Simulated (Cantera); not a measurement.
Abatement and gas-phase synthesis: HCl + H2 + O2

Charge: 1 mol HCl, 0.15 mol H2, 4.4 mol O2, at 14300 Torr.

These are equilibrium values from Cantera (NASA tables, ideal gas, pure condensed phases), not measurements of a reactor. Candidate condensed phases: H2O; 14 gas species. Kinetics and transport are ignored.

```json
[
 {"T (°C)": "752", "x O2": "0.784", "x HCl": "0.0690", "x H2O": "0.0878", "x Cl": "3.13e-5", "x Cl2": "0.0595", "x OH": "1.15e-7", "x O": "6.70e-11"},
 {"T (°C)": "952", "x O2": "0.785", "x HCl": "0.0965", "x H2O": "0.0731", "x Cl": "0.000297", "x Cl2": "0.0449", "x OH": "2.38e-6", "x O": "8.55e-9"},
 {"T (°C)": "1152", "x O2": "0.786", "x HCl": "0.116", "x H2O": "0.0624", "x Cl": "0.00145", "x Cl2": "0.0337", "x OH": "2.07e-5", "x O": "2.82e-7"},
 {"T (°C)": "1352", "x O2": "0.785", "x HCl": "0.129", "x H2O": "0.0553", "x Cl": "0.00463", "x Cl2": "0.0251", "x OH": "0.000106", "x O": "3.96e-6"},
 {"T (°C)": "1552", "x O2": "0.782", "x HCl": "0.136", "x H2O": "0.0514", "x Cl": "0.0110", "x Cl2": "0.0182", "x OH": "0.000382", "x O": "3.12e-5"},
 {"T (°C)": "1752", "x O2": "0.778", "x HCl": "0.136", "x H2O": "0.0504", "x Cl": "0.0208", "x Cl2": "0.0125", "x OH": "0.00109", "x O": "0.000164"},
 {"T (°C)": "1952", "x O2": "0.772", "x HCl": "0.130", "x H2O": "0.0515", "x Cl": "0.0332", "x Cl2": "0.00818", "x OH": "0.00262", "x O": "0.000638"},
 {"T (°C)": "2152", "x O2": "0.763", "x HCl": "0.121", "x H2O": "0.0538", "x Cl": "0.0467", "x Cl2": "0.00517", "x OH": "0.00551", "x O": "0.00198"},
 {"T (°C)": "2352", "x O2": "0.752", "x HCl": "0.110", "x H2O": "0.0559", "x Cl": "0.0600", "x Cl2": "0.00325", "x OH": "0.0103", "x O": "0.00519"},
 {"T (°C)": "2552", "x O2": "0.737", "x HCl": "0.0982", "x H2O": "0.0569", "x Cl": "0.0726", "x Cl2": "0.00207", "x OH": "0.0175", "x O": "0.0118"}
]
```
x: gas mole fraction; nothing condenses.

From 752 °C to 2552 °C nothing is condensed.
